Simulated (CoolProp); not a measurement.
Properties of methanol along the isotherm 481.9 K.

Computed with CoolProp (reference Helmholtz-energy equation of state, de Reuck 1993).

```
p (MPa)  phase  cv (kJ/(kg K))  speed of sound (m/s)  Joule-Thomson coefficient (K/MPa)  viscosity (µPa s)  Prandtl number
-------  -----  --------------  --------------------  ---------------------------------  -----------------  --------------
0.513      gas           1.654                 375.2                              15.92               15.7           0.842
1.03       gas           1.768                 367.7                              16.22               15.5           0.889
1.54       gas           1.909                 359.3                              16.47               15.4           0.954
2.05       gas           2.090                 349.9                              16.58               15.3            1.05
2.57       gas           2.330                 339.1                              16.41               15.2            1.18
3.08       gas           2.631                 327.1                              15.89               15.2            1.36
3.59       gas           2.994                 313.3                              15.00               15.2            1.60
4.11       gas           3.404                 296.2                              13.99               15.3            1.88
```

Viscosity comes from a separate model (Xiang 2006). Thermal conductivity comes from a separate model (Sykioti 2013).
